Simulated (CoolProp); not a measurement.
C2F6 (R116) along the isobar 3.33 MPa: fugacity coefficient from the reference equation and from simpler models built on Tc = 293.0 K, pc = 3.048 MPa, ω = 0.257; each cubic takes its own stable root.

Model: reference Helmholtz-energy equation of state, Lemmon 2006, in CoolProp. It is a short technical equation, of lower accuracy than the large ones.

| T (K) | phase | reference | van der Waals | Redlich-Kwong | Soave-Redlich-Kwong | Peng-Robinson |
|---|---|---|---|---|---|---|
| 262 | liquid | 0.3532 | 0.4839 | 0.3987 | 0.3610 | 0.3473 |
| 272.9 | liquid | 0.4432 | 0.5451 | 0.4786 | 0.4518 | 0.4348 |
| 283.7 | liquid | 0.5380 | 0.6048 | 0.5583 | 0.5456 | 0.5253 |
| 294.6 | supercritical | 0.6329 | 0.6615 | 0.6337 | 0.6356 | 0.6124 |
| 305.5 | supercritical | 0.6917 | 0.7037 | 0.6838 | 0.6917 | 0.6671 |
| 316.3 | supercritical | 0.7306 | 0.7321 | 0.7178 | 0.7304 | 0.7052 |
| 327.2 | supercritical | 0.7627 | 0.7560 | 0.7464 | 0.7628 | 0.7374 |
| 338.1 | supercritical | 0.7900 | 0.7766 | 0.7710 | 0.7907 | 0.7653 |
| 348.9 | supercritical | 0.8133 | 0.7946 | 0.7922 | 0.8147 | 0.7894 |
| 359.8 | supercritical | 0.8339 | 0.8108 | 0.8112 | 0.8361 | 0.8110 |
| 370.7 | supercritical | 0.8519 | 0.8254 | 0.8280 | 0.8550 | 0.8302 |
| 381.5 | supercritical | 0.8678 | 0.8383 | 0.8429 | 0.8716 | 0.8472 |
| 392.4 | supercritical | 0.8820 | 0.8502 | 0.8564 | 0.8866 | 0.8626 |
| 403.3 | supercritical | 0.8947 | 0.8610 | 0.8685 | 0.9000 | 0.8765 |
| 414.1 | supercritical | 0.9060 | 0.8708 | 0.8794 | 0.9119 | 0.8889 |
| 425 | supercritical | 0.9163 | 0.8798 | 0.8894 | 0.9226 | 0.9002 |
